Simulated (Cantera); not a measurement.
# Thermodynamics of silicon carbide growth, feed CH₃SiCl₃ + C₃H₈ + H₂

Charge: 1 mol CH₃SiCl₃, 0.0038 mol C₃H₈, 4.4 mol H₂, held at 0.00780 bar.

Method: chemical equilibrium by Gibbs-energy minimisation in Cantera with the NASA 1993 tables (ideal gas, pure condensed phases). Candidate condensed phases: C, C₆H₆, C₇H₈, C₈H₁₈, Si, SiC; 109 gas species. The feed counts by its element totals alone. The tables' values for SiCl, SiCl₃ are old estimates; treat these amounts as uncertain. Gases not in the tables: Si₂H₆ and higher silanes. The numbers say what is thermodynamically allowed, not how fast it happens.

| T (°C) | x H₂ | x HCl | x H | x Si | x Cl | x SiCl₂ | x SiC₂ | n C(graphite) | n SiC(s) |
|---|---|---|---|---|---|---|---|---|---|
| 1275 | 0.604 | 0.388 | 0.000271 | 3.56e-8 | 0.000139 | 0.00724 | 9.26e-11 | 0.0704 | 0.941 |
| 1375 | 0.606 | 0.381 | 0.000785 | 4.07e-7 | 0.000387 | 0.0105 | 2.24e-9 | 0.0930 | 0.918 |
| 1475 | 0.609 | 0.373 | 0.00202 | 3.52e-6 | 0.000954 | 0.0144 | 3.75e-8 | 0.120 | 0.890 |
| 1575 | 0.611 | 0.363 | 0.00469 | 2.40e-5 | 0.00212 | 0.0186 | 4.59e-7 | 0.151 | 0.858 |
| 1675 | 0.611 | 0.350 | 0.0100 | 0.000134 | 0.00430 | 0.0230 | 4.32e-6 | 0.183 | 0.823 |
| 1775 | 0.608 | 0.335 | 0.0198 | 0.000632 | 0.00806 | 0.0273 | 3.25e-5 | 0.218 | 0.783 |
| 1875 | 0.598 | 0.315 | 0.0365 | 0.00257 | 0.0141 | 0.0309 | 0.000202 | 0.261 | 0.728 |
| 1975 | 0.575 | 0.289 | 0.0631 | 0.00923 | 0.0230 | 0.0332 | 0.00106 | 0.339 | 0.620 |
| 2075 | 0.530 | 0.253 | 0.102 | 0.0297 | 0.0348 | 0.0331 | 0.00481 | 0.529 | 0.329 |
| 2175 | 0.460 | 0.224 | 0.153 | 0.0561 | 0.0529 | 0.0230 | 0.0125 | 0.669 | 0 |
x: gas mole fraction; n: condensed amount in mol.

From 1275 °C to 2075 °C the condensed part is C(graphite) + SiC(s). At 2175 °C the condensed part is C(graphite). The main Si-bearing gas is SiCl₂ at 1275 °C and Si at 2175 °C. The share of Si in condensed phases is highest at 1275 °C (94.1 %) and lowest at 2175 °C (0.0 %).
